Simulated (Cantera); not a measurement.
Mixture: CH4 : H2 : O2 : N2 = 1 : 1.2 : 1.37 : 5.15 (molar parts), equivalence ratio 1.9, at 10.0 bar, adiabatic and at constant volume. Ignition delay is the time to a rise of 400 K.

Detailed kinetics in Cantera: GRI-Mech 3.0 (53 species, 325 reactions). Below about 1000 K GRI-Mech 3.0 lacks low-temperature oxidation paths. Below about 950 K walls govern HO2 and H2O2 in real vessels.

### Question
What does this change do: pressure from 10.0 bar to 5.00 bar?

### Answer
```json
[
 {"quantity": "delay at 875 K", "before": "0.237 s", "after": "0.362 s"},
 {"quantity": "delay at 975 K", "before": "15.4 ms", "after": "19.4 ms"},
 {"quantity": "delay at 1075 K", "before": "1.49 ms", "after": "1.45 ms"},
 {"quantity": "delay at 1175 K", "before": "0.239 ms", "after": "0.332 ms"},
 {"quantity": "delay at 1275 K", "before": "82.0 µs", "after": "0.144 ms"},
 {"quantity": "delay at 1375 K", "before": "40.3 µs", "after": "73.2 µs"},
 {"quantity": "apparent activation energy between 1175 and 1375 K", "before": "120 kJ/mol", "after": "100 kJ/mol"}
]
```

### Question
What does this change do: constant pressure in place of constant volume?

### Answer
```tsv
quantity	before	after
delay at 875 K	0.237 s	0.256 s
delay at 975 K	15.4 ms	16.5 ms
delay at 1075 K	1.49 ms	1.60 ms
delay at 1175 K	0.239 ms	0.269 ms
delay at 1275 K	82.0 µs	95.8 µs
delay at 1375 K	40.3 µs	47.4 µs
apparent activation energy between 1175 and 1375 K	120 kJ/mol	120 kJ/mol
```

### Question
What does this change do: CH4 1 to 1.4 parts?

### Answer
```json
[
 {"quantity": "delay at 875 K", "before": "0.237 s", "after": "0.218 s"},
 {"quantity": "delay at 975 K", "before": "15.4 ms", "after": "14.1 ms"},
 {"quantity": "delay at 1075 K", "before": "1.49 ms", "after": "1.47 ms"},
 {"quantity": "delay at 1175 K", "before": "0.239 ms", "after": "0.316 ms"},
 {"quantity": "delay at 1275 K", "before": "82.0 µs", "after": "0.130 ms"},
 {"quantity": "delay at 1375 K", "before": "40.3 µs", "after": "67.1 µs"},
 {"quantity": "apparent activation energy between 1175 and 1375 K", "before": "120 kJ/mol", "after": "100 kJ/mol"}
]
```
